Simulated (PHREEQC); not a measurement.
A solution holds 5.1 mmol/kgw HF, 0.25 mmol/kgw KF, 0.59 mmol/kgw H4SiO4 and 0.085 mmol/kgw HCl, at 25 °C. Closed to the air; pH follows from the charge balance.

Equilibrium calculation in PHREEQC: ion-association model, wateq4f.dat.

Precipitation was switched off in this run.

### Question
What pH, ionic strength does the model give?

### Answer
pH 2.82; ionic strength 0.00226 mol/kgw.

### Question
In which forms is F present?

### Answer
SiF6-2 49 %, HF 34 %, F- 16 % of the F.

Examples of supersaturated solids here: Quartz (slow to form). Others may be too. Species that the database lacks are ignored. SiF6-2 is the database's only silicon fluoride.
